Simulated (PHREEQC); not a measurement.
Dissolve 0.00026 mol Ca(HCO3)2, 0.00048 mol CO2 and 0.36 mol MgSO4 per kg of water at 25 °C. Closed to the air; pH follows from the charge balance.

Model: ion-association model, phreeqc.dat, run in PHREEQC.

This is a speciation only: nothing precipitates in the calculation.

Task: Order these C species by the share of C that they hold, largest first: CO2, HCO3-, MgHCO3+.

Result: CO2 (48 %), HCO3- (35 %), MgHCO3+ (17 %)

The pH is 6.00 and the ionic strength 0.548 mol/kgw.
